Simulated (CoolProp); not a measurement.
Neopentane along the isotherm 550 K: density (kg/m³) from the reference equation and from simpler models built on Tc = 433.7 K, pc = 3.196 MPa, ω = 0.196; each cubic takes its own stable root.

The numbers come from the reference Helmholtz-energy equation of state, Lemmon 2006 in CoolProp. It is a short technical equation, of lower accuracy than the large ones.

```json
[
 {"p (MPa)": "0.533", "phase": "gas", "reference": "8.632"},
 {"p (MPa)": "1.07", "phase": "gas", "reference": "17.81"},
 {"p (MPa)": "1.6", "phase": "gas", "reference": "27.40"},
 {"p (MPa)": "2.13", "phase": "gas", "reference": "37.56"},
 {"p (MPa)": "2.66", "phase": "gas", "reference": "48.36"},
 {"p (MPa)": "3.2", "phase": "supercritical", "reference": "60.07"},
 {"p (MPa)": "3.73", "phase": "supercritical", "reference": "72.31"},
 {"p (MPa)": "4.26", "phase": "supercritical", "reference": "85.32"},
 {"p (MPa)": "4.79", "phase": "supercritical", "reference": "99.13"},
 {"p (MPa)": "5.33", "phase": "supercritical", "reference": "114.0"},
 {"p (MPa)": "5.86", "phase": "supercritical", "reference": "129.2"},
 {"p (MPa)": "6.39", "phase": "supercritical", "reference": "145.0"},
 {"p (MPa)": "6.93", "phase": "supercritical", "reference": "161.5"},
 {"p (MPa)": "7.46", "phase": "supercritical", "reference": "177.6"},
 {"p (MPa)": "7.99", "phase": "supercritical", "reference": "193.6"}
]
```

Q: How far does each simpler model (ideal gas, van der Waals, Redlich-Kwong) lie from the reference over these 15 states: mean and median of the absolute difference, and the worst?

A: 
- ideal gas: mean 20.3 %, median 21.2 %, worst -34.9 % at 550 K and 7.99 MPa
- van der Waals: mean 5.9 %, median 5.8 %, worst +12.1 % at 550 K and 6.39 MPa
- Redlich-Kwong: mean 2.2 %, median 2.4 %, worst +3.6 % at 550 K and 6.39 MPa
